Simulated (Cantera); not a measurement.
# Catalytic combustion on Pt

An isothermal plug-flow reactor at 673 K and 0.400 bar (inlet), inlet velocity 0.46 m/s, active area per volume 5600 1/m; feed CO : O2 : N2 : H2O = 0.021 : 0.11 : 0.79 : 0.064 (molar parts), equivalence ratio 0.095.

Computed with Cantera and Deutschmann's 1995 Pt surface mechanism with GRI-Mech 3.0 gas chemistry. Catalytic surfaces can have several steady states; this one follows from the mechanism file's or the stated starting coverage. Mass transfer to the wall is taken as infinitely fast.

| z (m) | x CO | x O2 | x H2O | x CO2 | θ free Pt | θ O* | θ OH* | θ CO* |
|---|---|---|---|---|---|---|---|---|
| 0.00012 | 0.0165 | 0.110 | 0.0651 | 0.00490 | 0.0455 | 0.0161 | 0.00103 | 0.937 |
| 0.00021 | 0.0104 | 0.107 | 0.0653 | 0.0111 | 0.0690 | 0.0379 | 0.00196 | 0.891 |
| 0.00038 | 0.00506 | 0.104 | 0.0655 | 0.0164 | 0.0147 | 0.979 | 0.00460 | 0.00125 |
| 0.00068 | 0.00422 | 0.104 | 0.0655 | 0.0173 | 0.0116 | 0.984 | 0.00409 | 0.000642 |
| 0.0012 | 0.00340 | 0.104 | 0.0656 | 0.0181 | 0.00992 | 0.986 | 0.00379 | 0.000378 |
| 0.0021 | 0.00256 | 0.103 | 0.0656 | 0.0190 | 0.00879 | 0.987 | 0.00357 | 0.000223 |
| 0.0038 | 0.00166 | 0.103 | 0.0656 | 0.0199 | 0.00794 | 0.989 | 0.00340 | 0.000118 |
| 0.0068 | 0.000876 | 0.102 | 0.0656 | 0.0207 | 0.00737 | 0.989 | 0.00327 | 5.37e-5 |
| 0.012 | 0.000326 | 0.102 | 0.0657 | 0.0212 | 0.00704 | 0.990 | 0.00320 | 1.82e-5 |
x: gas mole fraction; θ: surface coverage.
